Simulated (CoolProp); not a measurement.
Decamethyltetrasiloxane (MD2M) along the isotherm 600 K: density (kg/m³) from the reference equation and from simpler models built on Tc = 599.4 K, pc = 1144 kPa, ω = 0.635; each cubic takes its own stable root.

The numbers come from the reference Helmholtz-energy equation of state, Thol 2017 in CoolProp.

```
p (kPa)          phase  reference
-------  -------------  ---------
9.04               gas     0.5644
17.1               gas      1.070
32.5               gas      2.043
61.6               gas      3.904
117                gas      7.539
221                gas      14.71
420                gas      30.02
796                gas      69.09
1510     supercritical      437.8
2860     supercritical      499.2
```

**Question.** How far does each simpler model (van der Waals, Redlich-Kwong, Soave-Redlich-Kwong, Peng-Robinson) lie from the reference over these 10 states: mean and median of the absolute difference, and the worst?

**Answer.** 
- van der Waals: mean 6.8 %, median 0.3 %, worst -33.4 % at 600 K and 1510 kPa
- Redlich-Kwong: mean 3.7 %, median 0.3 %, worst -20.2 % at 600 K and 1510 kPa
- Soave-Redlich-Kwong: mean 3.7 %, median 0.3 %, worst -20.4 % at 600 K and 1510 kPa
- Peng-Robinson: mean 2.6 %, median 0.9 %, worst -11.9 % at 600 K and 1510 kPa
